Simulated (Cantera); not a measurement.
A perfectly stirred reactor is fed with 2.23 % CH4, 2.45 % C2H6, 20.0 % O2, 75.3 % N2, equivalence ratio 0.65, at 6980 Torr; it is adiabatic with a 500 K inlet, and is followed from long to short residence time, starting on the burning branch (τ in s: 0.025, 0.012, 0.0056, 0.0026, 0.0012, 0.00058, 0.00027, 0.00013, 6e-05, 2.8e-05, 1.3e-05).

Computed with Cantera and GRI-Mech 3.0 (53 species, 325 reactions).

One state of this run: T (K) = 1927; x CH4 = 8.49e-6; x C2H6 = 1.88e-6; x O2 = 0.0693; x CH2 = 6.92e-8; x NO = 2.56e-5; x H2O2 = 2.63e-7; x HCN = 2.08e-8. x: mole fraction; the columns are a selection and need not sum to one.

Which value of τ (s) does it belong to?
A. 0.025
B. 0.012
C. 1.3e-5
D. 0.0056

D, 0.0056
